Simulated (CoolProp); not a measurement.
Saturation properties of C2F6 (R116).

Model: reference Helmholtz-energy equation of state, Lemmon 2006, in CoolProp. It is a short technical equation, of lower accuracy than the large ones.

| T (°C) | p (bar) | vapour Z | surface tension (mN/m) | vapour viscosity (µPa s) |
|---|---|---|---|---|
| -59.85 | 2.456 | 0.9159 | 8.60 | 9.93 |
| -53.55 | 3.208 | 0.8985 | 7.78 | 10.2 |
| -47.15 | 4.139 | 0.8786 | 6.96 | 10.5 |
| -40.85 | 5.239 | 0.8567 | 6.16 | 10.8 |
| -34.45 | 6.567 | 0.8317 | 5.37 | 11.1 |
| -28.15 | 8.104 | 0.8043 | … | … |
| -21.75 | 9.924 | 0.7731 | 3.87 | 11.9 |
| -15.45 | … | 0.7388 | 3.16 | 12.4 |

Some entries are withheld; supply them.


- -28.15, surface tension (mN/m): 4.62
- -28.15, vapour viscosity (µPa s): 11.5
- -15.45, p (bar): 11.99

It boils at -78.1 °C under 1 atm.

Viscosity comes from a separate model (Huber 2003), an estimate that may be off by 10 % or more. Surface tension comes from a separate correlation (Mulero 2012).
